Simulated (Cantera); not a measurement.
## Ignition delay

Mixture: 38.7 % H2, 12.9 % O2, 48.4 % N2, at 1.20 bar, adiabatic and at constant volume. Ignition delay is the time to a rise of 400 K.

Detailed kinetics in Cantera: GRI-Mech 3.0 (53 species, 325 reactions). Where the delays flatten at high temperature, the 400 K rule measures the pace of heat release, not the induction time.

| T0 (K) | delay (ms) |
|---|---|
| 1225 | 0.0344 |
| 1300 | 0.0240 |
| 1375 | 0.0179 |
| 1450 | 0.0141 |
| 1525 | 0.0117 |
| 1600 | 0.0101 |
| 1675 | 0.00914 |
| 1750 | 0.00860 |
| 1825 | 0.00839 |
